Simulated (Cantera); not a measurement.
What does this Cantera script print?

```python
import numpy as np
import cantera as ct

gas = ct.Solution("gri30.yaml")
gas.TPX = 1848, 100000, {'CH4': 0.54, 'H2': 21}
reactor = ct.IdealGasConstPressureReactor(gas, energy="off", clone=False)
net = ct.ReactorNet([reactor])
net.rtol, net.atol = 1e-08, 1e-18
show = ['CH4', 'H2', 'C2H6', 'C2H4', 'C2H2']
times = np.geomspace(9e-05, 3, 12)

steps = ct.SolutionArray(gas, extra=["t"])
rows = []
print(f"{'t/s':>10s}{'T/K':>9s}{'P/Pa':>11s}" + "".join(f"{s:>11s}" for s in show))
for t in times:
    while net.time < t:
        t_next = net.step()
        steps.append(gas.state, t=t_next)
    rows.append([np.interp(t, steps.t, y) for y in (steps.T, steps.P, *steps(*show).X.T)])
    print(f"{t:10.3e}{rows[-1][0]:9.1f}{rows[-1][1]:11.4g}" + "".join(f"{x:11.3e}" for x in rows[-1][2:]))
rate = np.gradient(steps.T, steps.t)
print("integrator steps:", len(steps.t))
if steps.T.max() > steps.T[0] + 200:
    print(f"time of steepest temperature rise: {steps.t[rate.argmax()]:.4e} s")
gas.TPX = 1848, 100000, {'CH4': 0.54, 'H2': 21}
gas.equilibrate("TP")
print(f"equilibrium (TP): T = {gas.T:.1f} K  " + "  ".join(f"{s} {gas[s].X[0]:.3e}" for s in show))
```

It prints:

```
       t/s      T/K       P/Pa        CH4         H2       C2H6       C2H4       C2H2
 9.000e-05   1848.0      1e+05  2.488e-02  9.746e-01  1.705e-06  4.640e-06  6.699e-07
 2.320e-04   1848.0      1e+05  2.470e-02  9.745e-01  3.539e-06  2.810e-05  2.202e-05
 5.978e-04   1848.0      1e+05  2.437e-02  9.746e-01  3.681e-06  4.397e-05  1.618e-04
 1.541e-03   1848.0      1e+05  2.359e-02  9.751e-01  3.453e-06  4.802e-05  5.457e-04
 3.971e-03   1848.0      1e+05  2.178e-02  9.760e-01  2.957e-06  5.673e-05  1.429e-03
 1.024e-02   1848.0      1e+05  1.820e-02  9.778e-01  2.088e-06  7.532e-05  3.178e-03
 2.638e-02   1848.0      1e+05  1.285e-02  9.806e-01  1.076e-06  1.065e-04  5.782e-03
 6.799e-02   1848.0      1e+05  7.638e-03  9.833e-01  4.228e-07  1.408e-04  8.319e-03
 1.752e-01   1848.0      1e+05  4.689e-03  9.848e-01  2.023e-07  1.619e-04  9.752e-03
 4.516e-01   1848.0      1e+05  4.022e-03  9.852e-01  1.675e-07  1.669e-04  1.008e-02
 1.164e+00   1848.0      1e+05  4.005e-03  9.852e-01  1.667e-07  1.670e-04  1.008e-02
 3.000e+00   1848.0      1e+05  4.005e-03  9.852e-01  1.667e-07  1.670e-04  1.008e-02
integrator steps: 747
equilibrium (TP): T = 1848.0 K  CH4 4.005e-03  H2 9.852e-01  C2H6 1.667e-07  C2H4 1.670e-04  C2H2 1.008e-02
```

Cantera simulation using GRI-Mech 3.0 (53 species, 325 reactions); the numbers are that mechanism's predictions, not measurements. GRI-Mech 3.0 stops at C3 and has no aromatics, soot or wall deposition, so with more carbon than oxygen in the feed, carbon stays in small species such as C2H2 where larger ones or solid carbon would form.
